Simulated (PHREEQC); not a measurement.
Make-up at 50 °C: 0.0024 mol/kgw HF, 0.24 mol/kgw NaF and 0.00012 mol/kgw H2SiF6. Closed to the air; pH follows from the charge balance.

The numbers come from PHREEQC with the ion-association model, wateq4f.dat.

| Quantity | Result |
|---|---|
| pH | 5.43 |
| ionic strength | 0.226 mol/kgw |
| activity of water | 0.992 |
| total alkalinity | -3.12 meq/kg |

```csv
species,molality,activity,log γ
Na+,0.226,0.164,-0.139
F-,0.225,0.154,-0.164
NaF,0.0138,0.0146,0.023
HF2-,0.00133,0.000914,-0.164
HF,0.00130,0.00137,0.023
SiF6-2,0.000120,3.24e-5,-0.568
H+,4.70e-6,3.70e-6,-0.105
H2F2,1.80e-6,1.90e-6,0.023
H4SiO4,6.60e-8,6.95e-8,0.023
OH-,2.08e-8,1.43e-8,-0.164
```

No solid was allowed to form. Constants without temperature data keep their 25 °C values here. SiF6-2 is the database's only silicon fluoride.
